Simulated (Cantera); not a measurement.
An isothermal, constant-pressure homogeneous reactor starts with 37.0 % NH3, 62.9 % N2, 0.122 % H2, at 2373 K and 20.0 Torr.

Cantera simulation using the gas-phase N/H chemistry of the illustrative SiF4/NH3 mechanism in the Surface Chemkin manual (1991); the numbers are that mechanism's predictions, not measurements. Walls and surfaces, which speed up NH3 decomposition in real reactors, are not modelled.

x: mole fraction; the columns are a selection and need not sum to one.

```
t (s)       x NH3       x H     x H2      x NH    x N2H2       x N
--------  -------  --------  -------  --------  --------  --------
6.00e-6     0.370   6.84e-6  0.00123   2.39e-9  8.65e-11    <1e-12
2.07e-5     0.370   7.50e-6  0.00128   4.65e-8   2.85e-9  2.89e-11
7.16e-5     0.369   7.92e-6  0.00144   7.89e-7   5.42e-8       [?]
0.000247    0.368   1.09e-5  0.00204   1.12e-5   9.85e-7       [?]
0.000855    0.363   3.81e-5  0.00593   5.56e-5   9.54e-6       [?]
0.00295     0.340  0.000135   0.0300   9.17e-5   1.35e-5       [?]
0.0102      0.274  0.000369    0.103  0.000111   9.78e-6       [?]
0.0353      0.139  0.000956    0.252  0.000101   4.16e-6   1.26e-5
0.122      0.0187   0.00255    0.383   5.07e-5   4.21e-7   1.28e-5
0.421     1.78e-5    0.0172    0.394   2.21e-6  8.29e-11       [?]
1.45      9.32e-8    0.0479    0.372   9.96e-8    <1e-12       [?]
5.03      5.46e-8    0.0523    0.369   7.08e-8    <1e-12   3.93e-7
17.4      5.46e-8    0.0523    0.369   7.08e-8    <1e-12   3.93e-7
60.0      5.46e-8    0.0523    0.369   7.08e-8    <1e-12   3.93e-7
```

Q: Fill in the missing entries.

A: 
- 7.16e-5, x N: 1.69e-9
- 0.000247, x N: 6.59e-8
- 0.000855, x N: 6.63e-7
- 0.00295, x N: 3.26e-6
- 0.0102, x N: 8.45e-6
- 0.421, x N: 3.78e-6
- 1.45, x N: 5.01e-7
